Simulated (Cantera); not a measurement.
Mixture: H₂ : O₂ : N₂ = 1 : 0.746 : 2.81 (molar parts), at 3.20 bar, adiabatic and at constant pressure. Ignition delay is the time to a rise of 400 K.

Model: the H2/O2 subset of GRI-Mech 3.0, which has no nitrogen chemistry, integrated in Cantera. The hydrogen kinetics of GRI-Mech 3.0 are dated; newer H2 mechanisms differ, most at raised pressure. Where the delays flatten at high temperature, the 400 K rule measures the pace of heat release, not the induction time.

| quantity | before | after |
|---|---|---|
| delay at 1125 K | 43.3 µs | 75.4 µs |
| delay at 1225 K | 15.3 µs | 43.3 µs |
| delay at 1325 K | 8.79 µs | 29.8 µs |
| delay at 1425 K | 6.01 µs | 23.4 µs |
| delay at 1525 K | 4.58 µs | 20.5 µs |

**Question.** Which change was made?
A. pressure from 3.20 bar to 1.00 bar
B. pressure from 3.20 bar to 0.310 bar
C. pressure from 3.20 bar to 1.20 bar
D. constant volume in place of constant pressure

**Answer.** A, pressure from 3.20 bar to 1.00 bar
